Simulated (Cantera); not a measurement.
Charge: 1 mol SF₆, 0.36 mol O₂, at 2752 °C and 2.70 mbar.

Method: chemical equilibrium by Gibbs-energy minimisation in Cantera with the NASA 1993 tables (ideal gas, pure condensed phases). Candidate condensed phases: S; 25 gas species. Equilibrium is a limit: real reactors are often held back by kinetics, nucleation or transport.

Base state: F 0.790, S 0.116, O 0.0781, SO 0.0139, O₂ 0.00108, S₂ 0.000492, SO₂ 0.000344, SF 0.000325 (mole fractions); condensed: gas only.

Task: What changes in the equilibrium state with this change: temperature from 2752 °C to 2802 °C?

Result: 
```csv
species,before,after
F,0.790,0.787
S,0.116,0.119
O,0.0781,0.0818
SO,0.0139,0.0106
SO₂,0.000344,0.000191
O₂,0.00108,0.000853
S₂,0.000492,0.000392
SF,0.000325,0.000264
```

Task: What changes in the equilibrium state with this change: pressure from 2.70 mbar to 13.3 mbar?

Result: 
```tsv
species	before	after
F	0.790	0.812
S	0.116	0.0924
O	0.0781	0.0514
SO	0.0139	0.0359
SO₂	0.000344	0.00289
SF	0.000325	0.00131
S₂	0.000492	0.00154
O₂	0.00108	0.00231
```

Task: What changes in the equilibrium state with this change: temperature from 2752 °C to 302 °C?

Result: 
```json
[
 {"species": "SF₆", "before": "<1e-9", "after": "0.735"},
 {"species": "O₂", "before": "0.00108", "after": "0.265"},
 {"species": "F", "before": "0.790", "after": "6.38e-9"},
 {"species": "S", "before": "0.116", "after": "<1e-9"},
 {"species": "O", "before": "0.0781", "after": "<1e-9"},
 {"species": "SO", "before": "0.0139", "after": "<1e-9"},
 {"species": "S₂", "before": "0.000492", "after": "<1e-9"},
 {"species": "SO₂", "before": "0.000344", "after": "<1e-9"},
 {"species": "SF", "before": "0.000325", "after": "<1e-9"}
]
```
